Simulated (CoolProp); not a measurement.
Vapour pressure (bar) of carbon monoxide: the reference equation beside estimates from Tc = 132.9 K, pc = 34.98 bar, ω = 0.050. Clausius-Clapeyron is anchored at 111.8 K with a constant enthalpy of vaporisation of 4.373 kJ/mol.

The numbers come from the reference Helmholtz-energy equation of state, Lemmon 2006 in CoolProp. It is a short technical equation, of lower accuracy than the large ones.

```
T (K)  reference  Lee-Kesler  Clausius-Clapeyron  van der Waals  Redlich-Kwong  Peng-Robinson
-----  ---------  ----------  ------------------  -------------  -------------  -------------
91.2       2.660       2.663               4.108          6.342          2.588          2.675
96.3       4.096       4.101               5.575          8.357          4.077          4.107
101.5      6.073       6.077               7.376          10.80          6.141          6.083
106.6      8.605       8.603               9.451          13.59          8.784          8.621
111.8      11.89       11.87               11.89          16.87          12.20          11.92
116.9      15.90       15.87               14.60          20.53          16.32          15.96
122        20.80       20.76               17.62          24.65          21.29          20.91
127.2      26.86       26.85               21.01          29.32          27.29          27.00
```

Absolute difference from the reference over all 8 rows, mean and median: Lee-Kesler 0.1 and 0.1 %, Clausius-Clapeyron 20.9 and 18.4 %, van der Waals 59.6 and 49.9 %, Redlich-Kwong 1.9 and 2.2 %, Peng-Robinson 0.4 and 0.3 %.
